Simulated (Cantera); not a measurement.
What does this Cantera script print?

```python
import numpy as np
import cantera as ct

gas_names = """
    Fe FeO Fe(OH)2 H HO2 H2 H2O H2O2 O OH O2 O3
""".split()
cond_names = """
    Fe(a) Fe(c) Fe(d) Fe(L) FeO(s) FeO(L) Fe(OH)2(s) Fe(OH)3(s) Fe2O3(s) Fe3O4(s) H2O(s) H2O(L)
""".split()


# ... load() reads the species with a 1 bar reference pressure and builds the phases ...
atoms = {
    'Fe2O3': {'Fe': 2, 'O': 3},
    'H2': {'H': 2},
}
top_T = {'Fe2O3(s)': 1830, 'Fe3O4(s)': 1870}  # K; cautious upper limits of use, not melting points


# ... equilibrate(T, P, feed) seeds the gas with the atoms and calls Mixture.equilibrate('TP', solver="vcs", rtol=1e-11, max_steps=5000) ...
results = []
feed = {'Fe2O3': 1, 'H2': 1.3}  # mol
P = 23  # Pa
for T in [1350, 1400, 1450, 1500, 1550, 1600, 1650, 1700]:
    mix = equilibrate(T, P, feed)
    results.append((T, P, feed, dict(zip(mix.species_names, mix.species_moles))))
    x = sorted(zip(gas.X, gas.species_names), reverse=True)
    print(f"T = {T:g} K  P = {P:g} Pa  gas = {mix.phase_moles(0):.4g} mol")
    print("   x: " + "  ".join(f"{s} {v:.3e}" for v, s in x if v > 1e-06))
    print("   condensed (mol): " + ("  ".join(f"{mix.phase(i).name} {mix.phase_moles(i):.4g}"
          for i in range(1, mix.n_phases) if mix.phase_moles(i) > 1e-12) or "none"))
```

Output:

```
T = 1350 K  P = 23 Pa  gas = 1.3 mol
   x: H2O 7.692e-01  H2 2.307e-01  H 7.548e-05  OH 4.086e-06  Fe(OH)2 2.419e-06  Fe 1.973e-06
   condensed (mol): FeO(s) 2
T = 1400 K  P = 23 Pa  gas = 1.3 mol
   x: H2O 7.692e-01  H2 2.307e-01  H 1.540e-04  OH 1.021e-05  Fe 7.492e-06  Fe(OH)2 4.284e-06
   condensed (mol): FeO(s) 2
T = 1450 K  P = 23 Pa  gas = 1.3 mol
   x: H2O 7.691e-01  H2 2.306e-01  H 2.994e-04  Fe 2.585e-05  OH 2.395e-05  Fe(OH)2 7.289e-06
   condensed (mol): FeO(s) 2
T = 1500 K  P = 23 Pa  gas = 1.301 mol
   x: H2O 7.689e-01  H2 2.303e-01  H 5.571e-04  Fe 8.177e-05  OH 5.310e-05  Fe(OH)2 1.196e-05  FeO 1.088e-06
   condensed (mol): FeO(s) 2
T = 1550 K  P = 23 Pa  gas = 1.301 mol
   x: H2O 7.687e-01  H2 2.299e-01  H 9.958e-04  Fe 2.391e-04  OH 1.119e-04  Fe(OH)2 1.898e-05  FeO 3.925e-06
   condensed (mol): FeO(s) 2
T = 1600 K  P = 23 Pa  gas = 1.302 mol
   x: H2O 7.684e-01  H2 2.290e-01  H 1.716e-03  Fe 6.506e-04  OH 2.254e-04  Fe(OH)2 2.924e-05  FeO 1.303e-05  O2 2.154e-06  O 1.403e-06
   condensed (mol): FeO(s) 1.999
T = 1650 K  P = 23 Pa  gas = 1.304 mol
   x: H2O 7.678e-01  H2 2.272e-01  H 2.855e-03  Fe 1.654e-03  OH 4.360e-04  Fe(OH)2 4.382e-05  FeO 4.008e-05  O2 6.845e-06  O 4.468e-06
   condensed (mol): FeO(L) 1.998
T = 1700 K  P = 23 Pa  gas = 1.309 mol
   x: H2O 7.670e-01  H2 2.237e-01  H 4.595e-03  Fe 3.742e-03  OH 8.142e-04  FeO 1.093e-04  Fe(OH)2 6.081e-05  O2 2.064e-05  O 1.339e-05
   condensed (mol): FeO(L) 1.995
```

Cantera equilibrium calculation (NASA polynomials, part measured and part estimated; ideal gas, pure solids and liquids). The tables' stoichiometric FeO is somewhat more stable than real wüstite, so its field is too wide. FeO: taken at fixed stoichiometry.
